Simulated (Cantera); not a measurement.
**Ignition delay**

Mixture: 6.43 % CH₄, 9.00 % CO, 17.6 % O₂, 66.2 % N₂, 0.772 % C₂H₆, at 2800000 Pa, adiabatic and at constant volume. Ignition delay is the time to a rise of 400 K.

Computed with Cantera and GRI-Mech 3.0 (53 species, 325 reactions). The pressure lies above the range GRI-Mech 3.0 was tuned for (to about 10 atm).

| T0 (K) | delay (ms) |
|---|---|
| 1100 | 3.29 |
| 1150 | 1.55 |
| 1200 | 0.762 |
| 1250 | 0.393 |
| 1300 | 0.212 |
| 1350 | 0.119 |
| 1400 | 0.0700 |
| 1450 | 0.0426 |
| 1500 | 0.0268 |
| 1550 | 0.0174 |

The apparent activation energy between 1450 and 1550 K is 170 kJ/mol.
